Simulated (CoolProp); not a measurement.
Properties of R1123 along the isobar 132 bar (Tc = 331.7 K, pc = 45.49 bar, ω = 0.243).

Computed with CoolProp (reference Helmholtz-energy equation of state, Akasaka 2020).

| T (K) | phase | speed of sound (m/s) | expansivity (1/kK) | fugacity coefficient |
|---|---|---|---|---|
| 226.9 | liquid | 829.4 | 2.151 | 0.02275 |
| 239.8 | liquid | 769.1 | 2.292 | 0.03726 |
| 252.8 | liquid | 710.0 | 2.463 | 0.05733 |
| 265.8 | liquid | 652.6 | 2.672 | 0.08343 |
| 278.7 | liquid | 597.2 | 2.926 | 0.1155 |
| 291.7 | liquid | 543.1 | 3.247 | 0.1540 |
| 304.7 | liquid | 490.6 | 3.656 | 0.1981 |
| 317.7 | liquid | 439.9 | 4.185 | 0.2471 |
| 330.6 | liquid | 391.5 | 4.865 | 0.2995 |
| 343.6 | supercritical | 345.4 | 5.742 | … |
| 356.6 | supercritical | 302.9 | 6.815 | … |
| 369.5 | supercritical | 266.2 | 7.975 | 0.4655 |
| 382.5 | supercritical | … | 8.917 | 0.5184 |
| 395.5 | supercritical | 219.6 | 9.191 | 0.5677 |
| 408.5 | supercritical | 210.6 | 8.733 | 0.6128 |

Q: Complete the blanks.

A: 
- 343.6, fugacity coefficient: 0.3546
- 356.6, fugacity coefficient: 0.4107
- 382.5, speed of sound (m/s): 237.7
